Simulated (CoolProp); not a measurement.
Vapour-liquid equilibrium of R152A (1) + n-butane (2) at 351.6 K; x and y are mole fractions of (1).

Model: multi-fluid Helmholtz-energy mixture model, Outcalt 1996 and Bücker 2006; pair parameters Bell 2016, in CoolProp.

Give the bubble pressure and the first vapour's composition at x = 0.125, 0.35, 0.65. Is there an azeotrope?

x = 0.125: 1.420 MPa, y = 0.325; x = 0.35: 1.882 MPa, y = 0.541; x = 0.65: 2.207 MPa, y = 0.717. y crosses x between x = 0.875 and 0.95: the model has an azeotrope there.

The pair parameters rest on a limited set of measurements; away from them the model extrapolates.
